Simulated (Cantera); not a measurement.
A Cantera script and what it prints.

```python
import numpy as np
import cantera as ct

gas_names = """
    H HO2 H2 H2O H2O2 O OH O2 O3 Pb PbO Pb2
""".split()
cond_names = """
    H2O(s) H2O(L) Pb(cr) Pb(L) PbO(rd) PbO(yw) PbO(L) PbO2(s) Pb3O4(s)
""".split()


# ... load() reads the species with a 1 bar reference pressure and builds the phases ...
atoms = {
    'PbO': {'Pb': 1, 'O': 1},
    'O2': {'O': 2},
    'H2': {'H': 2},
}
top_T = {'Pb3O4(s)': 820}  # K; cautious upper limits of use, not melting points


# ... equilibrate(T, P, feed) seeds the gas with the atoms and calls Mixture.equilibrate('TP', solver="vcs", rtol=1e-11, max_steps=5000) ...
results = []
feed = {'PbO': 1, 'O2': 0.022, 'H2': 4.2}  # mol
P = 1000  # Pa
for T in [498, 598, 698, 798, 898, 998, 1098, 1198, 1298, 1398, 1498]:
    mix = equilibrate(T, P, feed)
    results.append((T, P, feed, dict(zip(mix.species_names, mix.species_moles))))

top = {s: max(r[3][s] / sum(r[3][g] for g in gas_names) for r in results) for s in gas_names}
cols = sorted((s for s in top if top[s] > 0.0001), key=lambda s: -top[s])[:6]
seen = [c for c in cond_names if any(r[3].get(c, 0) > 1e-12 for r in results)]
print("log10 of partial pressures in bar; condensed amounts in mol")
print(f"{'T/K':>10s}" + "".join(f"{s[:9]:>10s}" for s in cols + seen))
for T, P, feed, n in results:
    ng = sum(n[g] for g in gas_names)
    print(f"{T:10.4g}" + "".join(f"{np.log10(max(n[s] / ng * P / 1e5, 1e-99)):10.3f}" for s in cols)
          + "".join(f"{n.get(c, 0):10.4g}" for c in seen))
```

It prints:

```
log10 of partial pressures in bar; condensed amounts in mol
       T/K        H2       H2O        Pb         H    Pb(cr)     Pb(L)
       498    -2.124    -2.605   -14.736   -21.312         1         0
       598    -2.124    -2.605   -11.344   -17.461         1         0
       698    -2.124    -2.605    -8.993   -14.706         0         1
       798    -2.124    -2.605    -7.242   -12.636         0         1
       898    -2.124    -2.605    -5.888   -11.023         0    0.9995
       998    -2.125    -2.605    -4.810    -9.730         0    0.9935
      1098    -2.129    -2.610    -3.933    -8.671         0    0.9504
      1198    -2.152    -2.633    -3.205    -7.797         0    0.7206
      1298    -2.217    -2.697    -2.716    -7.078         0         0
      1398    -2.217    -2.697    -2.716    -6.433         0         0
      1498    -2.217    -2.697    -2.716    -5.873         0         0
```

Method: chemical equilibrium by Gibbs-energy minimisation in Cantera with the NASA 1993 tables (ideal gas, pure condensed phases).
